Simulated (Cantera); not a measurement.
Cantera run:

```python
import numpy as np
import cantera as ct

gas_names = """
    C CH CH2 CH3 CH2OH CH3O CH4 CH3OH CO CO2 COOH C2 C2H CHCO,ketyl C2H2,acetylene C2H2,vinylidene
    CH2CO,ketene C2H3,vinyl CH3CO,acetyl C2H4 C2H4O,ethylen CH3CHO,ethanal CH3COOH (HCOOH)2 C2H5 C2H6
    CH3OCH3 C2H5OH C2O C3 C3H3,propargyl C3H4,allene C3H4,propyne C3H4,cyclo- C3H5,allyl C3H6,propylene
    C3H6,cyclo- C3H6O C3H7,n-propyl C3H7,i-propyl C3H8 C3H8O,1propanol C3H8O,2propanol C3O2 C4 C4H2
    C4H4,1,3-cyclo- C4H6,butadiene C4H6,2-butyne C4H6,cyclo- C4H8,1-butene C4H8,cis2-buten
    C4H8,tr2-butene C4H8,isobutene C4H8,cyclo- (CH3COOH)2 C4H9,n-butyl C4H9,i-butyl C4H9,s-butyl
    C4H9,t-butyl C4H10,isobutane C4H10,n-butane C5 C5H6,1,3cyclo- C5H8,cyclo- C5H10,1-pentene
    C5H10,cyclo- C5H11,pentyl C5H11,t-pentyl C5H12,n-pentane C5H12,i-pentane CH3C(CH3)2CH3 C6H2
    C6H5,phenyl C6H5O,phenoxy C6H6 C6H5OH,phenol C6H10,cyclo- C6H12,1-hexene C6H12,cyclo- C6H13,n-hexyl
    C7H7,benzyl C7H8 C7H8O,cresol C7H14,1-heptene C7H15,n-heptyl C7H16,n-heptane C8H8,styrene
    C8H10,ethylbenz C8H16,1-octene C8H17,n-octyl C8H18,isooctane C8H18,n-octane C9H19,n-nonyl
    C10H8,naphthale C10H21,n-decyl C12H9,o-bipheny C12H10,bipheny H HCO HO2 H2 HCHO,formaldehy HCOOH H2O
    H2O2 O OH O2 O3 Si SiC SiC2 SiC4H12 SiH SiH2 SiH3 SiH4 SiO SiO2 Si2 Si2C Si3
""".split()
cond_names = """
    C(gr) C6H6(L) C7H8(L) C8H18(L),n-octa H2O(s) H2O(L) Si(cr) Si(L) SiC(b) SiO2(Lqz) SiO2(hqz) SiO2(L)
""".split()


def load(file, names, dense=False):
    # The tables refer to 1 bar. Condensed volumes are neglected.
    table = {s.name: s for s in ct.Species.list_from_file(file)}
    out = []
    for n in names:
        d = dict(table[n].input_data)
        d["thermo"] = dict(d["thermo"], **{"reference-pressure": 1e5})
        if dense:
            d["equation-of-state"] = {"model": "constant-volume", "density": "1e6 g/cm^3"}
        out.append(ct.Species.from_dict(d))
    return out


gas = ct.Solution(thermo="ideal-gas", species=load("nasa_gas.yaml", gas_names))
cond = {s.name: ct.Solution(thermo="fixed-stoichiometry", species=[s], name=s.name)
        for s in load("nasa_condensed.yaml", cond_names, dense=True)}
atoms = {
    'SiC': {'Si': 1, 'C': 1},
    'CO2': {'C': 1, 'O': 2},
    'H2': {'H': 2},
}
top_T = {'C(gr)': 4500, 'SiC(b)': 3050}  # K; cautious upper limits of use, not melting points


def equilibrate(T, P, feed):
    n = {}
    for name, mol in feed.items():
        for a, k in atoms[name].items():
            n[a] = n.get(a, 0.0) + k * mol
    gas.TPX = T, P, n
    mass = sum(n.values()) * gas.mean_molecular_weight
    gas.equilibrate("TP")
    valid = [c for c in cond.values() if c.min_temp <= T <= top_T.get(c.name, c.max_temp)]
    mix = ct.Mixture([(gas, mass / gas.mean_molecular_weight)] + [(c, 0.0) for c in valid])
    mix.T, mix.P = T, P
    mix.equilibrate("TP", solver="vcs", rtol=1e-11, max_steps=5000)
    return mix


results = []
feed = {'SiC': 1, 'CO2': 1.3, 'H2': 3}  # mol
T = 1273.15  # K
P = 1333.22  # Pa
mix = equilibrate(T, P, feed)
results.append((T, P, feed, dict(zip(mix.species_names, mix.species_moles))))
print(gas.report(threshold=0.001))
for i in range(1, mix.n_phases):
    print(f"{mix.phase(i).name:16s} {mix.phase_moles(i):12.5e} mol")
```

Result:

```
       temperature   1273.2 K
          pressure   1333.2 Pa
           density   0.00079975 kg/m^3
  mean mol. weight   6.3499 kg/kmol
   phase of matter   gas

                          1 kg             1 kmol
                     ---------------   ---------------
          enthalpy         1.728e+06        1.0973e+07  J
   internal energy             60966        3.8713e+05  J
           entropy             35408        2.2484e+05  J/K
    Gibbs function       -4.3352e+07       -2.7528e+08  J
 heat capacity c_p            5024.9             31908  J/K
 heat capacity c_v            3715.5             23593  J/K

                      mass frac. Y      mole frac. X     chem. pot. / RT
                     ---------------   ---------------   ---------------
                CO           0.73515           0.16666            -42.82
                H2           0.26454           0.83322           -22.638
     [ +121 minor]        0.00031683        0.00011956

C(gr)             1.69977e+00 mol
Si(cr)            0.00000e+00 mol
SiC(b)            0.00000e+00 mol
SiO2(hqz)         9.99993e-01 mol
```

These are equilibrium values from Cantera (NASA tables, ideal gas, pure condensed phases), not measurements of a reactor. The tables hold silica as quartz up to 1696 K and as liquid above; real silica turns to tridymite and cristobalite and melts near 1996 K.
